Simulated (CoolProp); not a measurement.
Properties of tetradecamethylhexasiloxane (MD4M) along the isobar 0.61 MPa (Tc = 380.0 °C, pc = 0.8286 MPa, ω = 0.800).

Model: reference Helmholtz-energy equation of state, Thol 2019, in CoolProp.

```tsv
T (°C)	phase	density (kg/m³)	cv (kJ/(kg K))	expansivity (1/kK)	fugacity coefficient
160.75	liquid	754.2	1.759	1.367	0.01016
174.85	liquid	739.6	1.788	1.420	0.01697
188.95	liquid	724.6	1.817	1.481	0.02704
203.05	liquid	709.3	1.846	1.551	0.04133
217.15	liquid	693.5	1.873	1.633	0.06082
231.25	liquid	677.3	1.901	1.729	0.08649
245.35	liquid	660.5	1.928	1.845	0.1193
259.45	liquid	642.9	1.955	1.986	0.1600
273.55	liquid	624.4	1.982	2.164	0.2091
287.65	liquid	604.7	2.008	2.395	0.2670
301.75	liquid	583.4	2.034	2.712	0.3337
315.85	liquid	559.8	2.060	3.175	0.4088
329.95	liquid	532.7	2.085	3.928	0.4915
```
